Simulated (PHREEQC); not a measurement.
Solution (73 °C): 20 mmol/kgw PbCl2, 0.28 mmol/kgw NaNO3 and 41 mmol/kgw Zn(NO3)2. Closed to the air; pH follows from the charge balance.

All values are PHREEQC results (ion-association model, wateq4f.dat), not measurements.

| quantity | before | after |
|---|---|---|
| pH | 4.69 | 4.60 |
| ionic strength (mol/kgw) | 0.151 | 0.267 |
| Cl- (mol/kgw) | 0.0268 | 0.0253 |
| Pb+2 (mol/kgw) | 0.00914 | 0.00893 |
| SI of Zincite(c) (ZnO) | -1.47 | -1.42 |

Q: Name the change that produced these shifts.
(A) Zn(NO3)2 from 0.041 to 0.082 mol/kgw
(B) NaNO3 from 0.00028 to 0.000252 mol/kgw
(C) diluted 10-fold with water

A: A, Zn(NO3)2 from 0.041 to 0.082 mol/kgw

This is a speciation only: nothing precipitates in the calculation. Some of these states are supersaturated (in Pb(OH)2, for instance). At this temperature some constants are extrapolated from 25 °C, and those without enthalpy data are left unchanged.
